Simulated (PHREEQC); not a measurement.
A solution holds 0.138 mol MgCl2 and 0.0011 mol Na2B4O7 per kg of water, at 14 °C. Closed to the air; pH follows from the charge balance.

All values are PHREEQC results (Pitzer model, pitzer.dat), not measurements.

Precipitation was switched off in this run.

Estimate the pH, specific conductance, osmotic coefficient.

pH 8.66; specific conductance 17700 µS/cm; osmotic coefficient 0.869.

In which forms is B present?

B(OH)3 50 %, B(OH)4- 29 %, MgB(OH)4+ 20 % of the B.

Species that the database lacks are ignored. At this temperature some constants are extrapolated from 25 °C, and those without enthalpy data are left unchanged.
